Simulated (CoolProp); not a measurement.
Computed with CoolProp (reference Helmholtz-energy equation of state, Colonna 2008). It is a short technical equation, of lower accuracy than the large ones.

Problem. Give the vapour pressure (MPa), liquid density (kg/m³), enthalpy of vaporisation (kJ/kg), vapour Z of saturated dodecamethylcyclohexasiloxane (D6) at 408.1, 432.3 K.

Solution. 
```csv
T (K),p (MPa),liquid density (kg/m³),enthalpy of vaporisation (kJ/kg),vapour Z
408.1,0.00359,845,128,0.993
432.3,0.00911,817,122,0.986
```
